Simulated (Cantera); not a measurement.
Input: 1 mol SiC, 2.6 mol H₂O, 910 mol N₂, held at 1723 K and 1.20 Pa.

These are equilibrium values from Cantera (NASA tables, ideal gas, pure condensed phases), not measurements of a reactor. Kinetics and transport are ignored.

| species | before | after |
|---|---|---|
| N₂ | 0.994 | 0.992 |
| H | 0.00196 | 0.00466 |
| SiO | 0.00109 | 0.00109 |
| H₂ | 0.00139 | 0.000425 |
| O | 3.97e-5 | 0.000405 |
| H₂O | 0.000456 | 5.49e-5 |
| O₂ | 5.84e-6 | 2.28e-5 |
| NO | 1.87e-5 | 6.67e-5 |
| CO₂ | 9.35e-5 | 3.25e-5 |
| OH | 3.53e-5 | 4.92e-5 |
Gas species are given as mole fractions.

What was changed between the two runs?
(A) H₂O from 2.6 to 0.0045 mol
(B) temperature from 1723 K to 1348 K
(C) pressure from 1.20 Pa to 13.0 Pa
(D) temperature from 1723 K to 1898.15 K

D, temperature from 1723 K to 1898.15 K
